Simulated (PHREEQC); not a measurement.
Solution (25 °C): 0.0077 mol Al2(SO4)3, 0.0038 mol ZnCl2 and 8.6e-05 mol NaF per kg of water. It is in equilibrium with CO2 at log p = 0 (atm). Otherwise closed; pH follows from the charge balance.

Computed with PHREEQC (ion-association model, phreeqc.dat).

No solid was allowed to form.

Order these Zn species by the share of Zn that they hold, largest first: Zn(SO4)2-2, ZnHCO3+, ZnCl+, Zn+2, ZnSO4.

Zn+2 (68 %), ZnSO4 (29 %), Zn(SO4)2-2 (2.0 %), ZnCl+ (0.66 %), ZnHCO3+ (0.49 %)

The pH is 3.82 and the ionic strength 0.0454 mol/kgw. The solution is supersaturated, for example in Gibbsite (slow to form), so a real one may precipitate; this is no full list. Fluoro complexes past AlF4- and FeF3 are missing from the database.
